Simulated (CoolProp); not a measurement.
A single-stage vapour-compression cycle with fluoroethane (R161): evaporating at 245.15 K (dew point), condensing at 310.15 K (bubble point), superheat 5 K, subcooling 0 K, compressor efficiency 0.85, no pressure losses. Each further row changes one setting.

Computed with CoolProp (reference Helmholtz-energy equation of state, Wu 2012).

| case | cooling COP | pressure ratio | discharge temperature (K) | refrigerating effect (kJ/kg) | volumetric capacity (kJ/m³) |
|---|---|---|---|---|---|
| as stated | 2.38 | 8.21 | 357.6 | 279 | 1040 |
| evaporating temperature 250.15 K | 2.69 | 6.69 | 352.9 | 283 | 1280 |
| condensing temperature 305.15 K | 2.66 | 7.23 | 350.6 | 291 | 1080 |
| subcooling 5 K | 2.48 | 8.21 | 357.6 | 291 | 1080 |
| superheat 15 K | 2.38 | 8.21 | 367.9 | 290 | 1030 |
| compressor efficiency 0.75 | 2.10 | 8.21 | 367.2 | 279 | 1040 |
